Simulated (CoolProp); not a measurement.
A simple Rankine cycle with water: condensing at 326.15 K, boiler at 12.4 MPa, turbine inlet 602.1 K, turbine efficiency 0.65, pump efficiency 0.8, no recuperator. Each further row changes one setting.

Computed with CoolProp (reference Helmholtz-energy equation of state, Wagner 2002).

```csv
case,thermal efficiency (%),net work (kJ/kg),heat in (kJ/kg),turbine exit temperature (K),volume ratio over the turbine
as stated,23.7,582,2450,326.1,594
turbine inlet 622.1 K,24.1,623,2590,326.1,533
condensing temperature 318.15 K,24.4,607,2490,318.1,861
boiler pressure 8.68 MPa,23.4,620,2650,326.1,360
turbine efficiency 0.55,20.0,490,2450,326.1,623
```

The expansion ends wet for: as stated; turbine inlet 622.1 K; condensing temperature 318.15 K; boiler pressure 8.68 MPa; turbine efficiency 0.55.
